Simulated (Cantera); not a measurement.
# Ignition delay

Mixture: H2 : O2 : N2 = 1 : 0.278 : 1 (molar parts), at 5.00 bar, adiabatic and at constant volume. Ignition delay is the time to a rise of 400 K.

Detailed kinetics in Cantera: the H2/O2 subset of GRI-Mech 3.0, which has no nitrogen chemistry. The hydrogen kinetics of GRI-Mech 3.0 are dated; newer H2 mechanisms differ, most at raised pressure. Where the delays flatten at high temperature, the 400 K rule measures the pace of heat release, not the induction time.

```json
[
 {"T0 (K)": "1150", "delay (ms)": "0.0554"},
 {"T0 (K)": "1250", "delay (ms)": "0.00993"},
 {"T0 (K)": "1350", "delay (ms)": "0.00513"},
 {"T0 (K)": "1450", "delay (ms)": "0.00330"},
 {"T0 (K)": "1550", "delay (ms)": "0.00235"},
 {"T0 (K)": "1650", "delay (ms)": "0.00179"},
 {"T0 (K)": "1750", "delay (ms)": "0.00145"},
 {"T0 (K)": "1850", "delay (ms)": "0.00123"},
 {"T0 (K)": "1950", "delay (ms)": "0.00109"}
]
```
